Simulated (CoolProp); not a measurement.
Properties of n-decane along the isotherm 346.85 °C (Tc = 344.5 °C, pc = 21.01 bar, ω = 0.488).

Model: reference Helmholtz-energy equation of state, Lemmon 2006, in CoolProp. It is a short technical equation, of lower accuracy than the large ones.

| p (bar) | phase | expansivity (1/kK) | conductivity (mW/(m K)) | Prandtl number | fugacity coefficient |
|---|---|---|---|---|---|
| 1.31 | gas | 1.758 | 40.9 | 0.763 | 0.9782 |
| 2.63 | gas | 1.926 | 40.7 | 0.772 | 0.9564 |
| 3.94 | gas | 2.117 | 40.6 | 0.783 | 0.9349 |
| 5.25 | gas | 2.340 | 40.5 | 0.795 | 0.9135 |
| 6.57 | gas | 2.603 | 40.4 | 0.808 | 0.8920 |
| 7.88 | gas | 2.914 | 40.4 | 0.824 | 0.8708 |
| 9.19 | gas | 3.290 | 40.4 | 0.842 | 0.8496 |
| 10.5 | gas | 3.752 | 40.6 | 0.862 | 0.8285 |

Viscosity comes from a separate model (Huber 2004). Thermal conductivity comes from a separate model (Huber 2005).
